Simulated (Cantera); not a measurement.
A Cantera script and what it prints.

```python
import numpy as np
import cantera as ct

gas_names = """
    N N2 Si SiN Si2 Si2N Si3
""".split()
cond_names = """
    Si(cr) Si(L) Si3N4(a)
""".split()


# ... load() reads the species with a 1 bar reference pressure and builds the phases ...
atoms = {
    'Si3N4': {'Si': 3, 'N': 4},
    'N2': {'N': 2},
}
top_T = {'Si3N4(a)': 2400}  # K; cautious upper limits of use, not melting points


# ... equilibrate(T, P, feed) seeds the gas with the atoms and calls Mixture.equilibrate('TP', solver="vcs", rtol=1e-11, max_steps=5000) ...
results = []
feed = {'Si3N4': 1, 'N2': 8.4}  # mol
T = 2298.15  # K
P = 101325  # Pa
mix = equilibrate(T, P, feed)
results.append((T, P, feed, dict(zip(mix.species_names, mix.species_moles))))
print(gas.report(threshold=1e-05))
for i in range(1, mix.n_phases):
    print(f"{mix.phase(i).name:16s} {mix.phase_moles(i):12.5e} mol")
```

It prints:

```
       temperature   2298.2 K
          pressure   1.0132e+05 Pa
           density   0.14859 kg/m^3
  mean mol. weight   28.022 kg/kmol
   phase of matter   gas

                          1 kg             1 kmol
                     ---------------   ---------------
          enthalpy        2.4055e+06        6.7406e+07  J
   internal energy        1.7236e+06        4.8298e+07  J
           entropy            9172.6        2.5703e+05  J/K
    Gibbs function       -1.8675e+07        -5.233e+08  J
 heat capacity c_p            1301.2             36463  J/K
 heat capacity c_v            1004.5             28149  J/K

                      mass frac. Y      mole frac. X     chem. pot. / RT
                     ---------------   ---------------   ---------------
                N2           0.99853           0.99882           -27.406
                Si        0.00090658        0.00090454           -6.6575
               SiN        0.00019192        0.00012777           -20.361
               Si2        3.4879e-05        1.7401e-05           -13.315
              Si2N        0.00032742        0.00013074           -27.018
     [   +2 minor]        9.8155e-06        3.2962e-06

Si(L)             2.98607e+00 mol
Si3N4(a)          0.00000e+00 mol
```

Method: chemical equilibrium by Gibbs-energy minimisation in Cantera with the NASA 1993 tables (ideal gas, pure condensed phases). The tables' values for SiN are old estimates; treat these amounts as uncertain.
